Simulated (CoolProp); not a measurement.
Methane at 121.87 K and 3.12 MPa is throttled through a valve to 1.08 MPa with no heat exchange. Each further row changes one setting.

Values from CoolProp's reference Helmholtz-energy equation of state, Setzmann 1991.

```tsv
case	temperature change (K)	final density (kg/m³)
as stated	+0.8	407
outlet pressure 0.324 MPa	[?]	[?]
outlet pressure 1.4 MPa	[?]	407
```

Some entries are withheld; supply them.


- outlet pressure 0.324 MPa, temperature change (K): +1.0
- outlet pressure 0.324 MPa, final density (kg/m³): 406
- outlet pressure 1.4 MPa, temperature change (K): +0.6
